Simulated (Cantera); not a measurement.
Input: 1 mol Mg(OH)₂, 3.5 mol CO₂, 4.9 mol H₂, held at 1425 °C and 100 Torr.

Equilibrium computed with Cantera from the NASA thermochemical tables; the gas is ideal and each condensed phase is pure. Candidate condensed phases: C, C₆H₆, C₇H₈, C₈H₁₈, H₂O, Mg, MgCO₃, MgO, Mg(OH)₂; 116 gas species. The numbers say what is thermodynamically allowed, not how fast it happens.

Base state: H₂O 0.369, CO 0.263, H₂ 0.259, CO₂ 0.110, H 0.000202, OH 1.48e-5 (mole fractions); condensed: MgO(s).

Problem. What changes in the equilibrium state with this change: temperature from 1425 °C to 1877 °C?

Solution. 
```json
[
 {"species": "H₂O", "before": "0.369", "after": "0.386"},
 {"species": "CO", "before": "0.263", "after": "0.281"},
 {"species": "H₂", "before": "0.259", "after": "0.236"},
 {"species": "CO₂", "before": "0.110", "after": "0.0900"},
 {"species": "Mg", "before": "4.82e-7", "after": "0.000509"},
 {"species": "O₂", "before": "5.93e-9", "after": "1.38e-5"},
 {"species": "O", "before": "9.24e-9", "after": "1.99e-5"},
 {"species": "MgOH", "before": "1.57e-7", "after": "7.38e-5"},
 {"species": "MgO(s), mol", "before": "1.000", "after": "0.994"}
]
```
